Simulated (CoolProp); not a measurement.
A closed Brayton cycle with nitrogen: compressor inlet 329.15 K and 1.7 MPa, high pressure 4.53 MPa, turbine inlet 955 K, compressor efficiency 0.85, turbine efficiency 0.9, recuperator effectiveness 0.8 (on enthalpy, no pinch check). Each further row changes one setting.

Model: reference Helmholtz-energy equation of state, Span 2000, in CoolProp.

```json
[
 {"case": "as stated", "thermal efficiency (%)": "31.6", "net work (kJ/kg)": "91.9", "compressor to turbine work": "0.59", "compressor exit (K)": "454.6", "turbine exit (K)": "760.6"},
 {"case": "turbine inlet 905 K", "thermal efficiency (%)": "29.7", "net work (kJ/kg)": "80.1", "compressor to turbine work": "0.62", "compressor exit (K)": "454.6", "turbine exit (K)": "719.2"},
 {"case": "compressor inlet 339.15 K", "thermal efficiency (%)": "30.5", "net work (kJ/kg)": "87.9", "compressor to turbine work": "0.61", "compressor exit (K)": "468.2", "turbine exit (K)": "760.6"},
 {"case": "high pressure 3.85 MPa", "thermal efficiency (%)": "30.9", "net work (kJ/kg)": "83.2", "compressor to turbine work": "0.56", "compressor exit (K)": "431.3", "turbine exit (K)": "790.0"},
 {"case": "recuperator effectiveness 0.5", "thermal efficiency (%)": "23.5", "net work (kJ/kg)": "91.9", "compressor to turbine work": "0.59", "compressor exit (K)": "454.6", "turbine exit (K)": "760.6"}
]
```
